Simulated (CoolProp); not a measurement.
Ethylene at several states: density (kg/m³) from the reference equation and from simpler models built on Tc = 282.4 K, pc = 5042 kPa, ω = 0.087; each cubic takes its own stable root.

Values from CoolProp's reference Helmholtz-energy equation of state, Smukala 2000.

```tsv
T (K)	p (kPa)	phase	reference	van der Waals	Redlich-Kwong	Peng-Robinson
254.9	29.8	gas	0.3955	0.3953	0.3955	0.3956
188	198	gas	3.731	3.667	3.713	3.723
425.4	309	gas	2.464	2.466	2.465	2.467
228.6	95.3	gas	1.424	1.420	1.423	1.425
303.6	13200	supercritical	349.5	274.4	320.2	347.7
```
